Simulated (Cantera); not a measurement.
What does this Cantera script print?

```python
import numpy as np
import cantera as ct

gas = ct.Solution("h2o2.yaml")
gas.TPX = 400, 101325, {'H2': 1, 'O2': 0.725, 'N2': 2.72}
flame = ct.FreeFlame(gas, width=0.04)
flame.set_refine_criteria(ratio=3, slope=0.08, curve=0.16)
flame.transport_model = "mixture-averaged"
flame.solve(loglevel=0, auto=True)
z, T = flame.grid, flame.T
thick = (T[-1] - T[0]) / np.gradient(T, z).max()
show = ['H2', 'O2', 'O', 'HO2', 'OH', 'H2O2']
print(f"laminar burning velocity  {flame.velocity[0] * 100:.3f} cm/s")
print(f"burnt temperature         {T[-1]:.1f} K")
print(f"thermal thickness         {thick * 1e3:.4f} mm")
print(f"grid points               {len(z)}")
z0 = z[flame.heat_release_rate.argmax()]
print(f"{'z/mm':>9s}{'T/K':>9s}{'u/(m/s)':>9s}" + "".join(f"{s:>11s}" for s in show))
rows = []
for k in (-3, -2, -1.5, -1, -0.5, -0.25, 0, 0.25, 0.5, 1, 2, 4, 8):
    zz = z0 + k * thick
    rows.append([k * thick, np.interp(zz, z, T), np.interp(zz, z, flame.velocity),
                 *(np.interp(zz, z, flame.X[gas.species_index(s)]) for s in show)])
    print(f"{rows[-1][0] * 1e3:9.3f}{rows[-1][1]:9.1f}{rows[-1][2]:9.3f}" + "".join(f"{x:11.3e}" for x in rows[-1][3:]))
```

Result:

```
laminar burning velocity  213.131 cm/s
burnt temperature         2057.1 K
thermal thickness         0.3645 mm
grid points               109
     z/mm      T/K  u/(m/s)         H2         O2          O        HO2         OH       H2O2
   -1.093    400.0    2.131  2.250e-01  1.631e-01  4.694e-12  5.114e-11  3.002e-14  6.183e-12
   -0.729    400.0    2.131  2.248e-01  1.631e-01  1.998e-10  3.469e-09  1.291e-12  4.416e-10
   -0.547    400.1    2.130  2.243e-01  1.632e-01  2.507e-09  7.060e-08  2.239e-11  9.200e-09
   -0.364    401.1    2.129  2.218e-01  1.638e-01  3.371e-08  1.570e-06  2.333e-09  2.072e-07
   -0.182    447.1    2.318  2.002e-01  1.670e-01  3.573e-06  2.087e-04  2.394e-05  2.552e-05
   -0.091    726.6    3.643  1.551e-01  1.605e-01  2.018e-04  2.977e-04  7.587e-04  6.065e-05
    0.000   1125.9    5.515  9.060e-02  1.302e-01  2.762e-03  1.299e-04  2.145e-03  1.404e-05
    0.091   1410.7    6.862  3.972e-02  9.040e-02  7.475e-03  7.071e-05  6.041e-03  5.149e-06
    0.182   1570.1    7.611  2.037e-02  7.136e-02  9.342e-03  4.651e-05  9.098e-03  2.811e-06
    0.364   1728.4    8.327  1.310e-02  6.331e-02  8.148e-03  3.034e-05  1.108e-02  1.343e-06
    0.729   1862.0    8.907  9.086e-03  6.047e-02  5.386e-03  1.876e-05  1.097e-02  6.971e-07
    1.458   1960.3    9.322  5.119e-03  5.904e-02  2.881e-03  1.010e-05  9.183e-03  4.029e-07
    2.916   2018.2    9.560  2.319e-03  5.872e-02  1.275e-03  4.979e-06  6.593e-03  2.454e-07
```

Computed with Cantera and the H2/O2 subset of GRI-Mech 3.0, which has no nitrogen chemistry. Burning velocities carry a grid error of a few per cent, more on coarse grids. Lean hydrogen flames are cellular in practice and burn faster than this planar one.
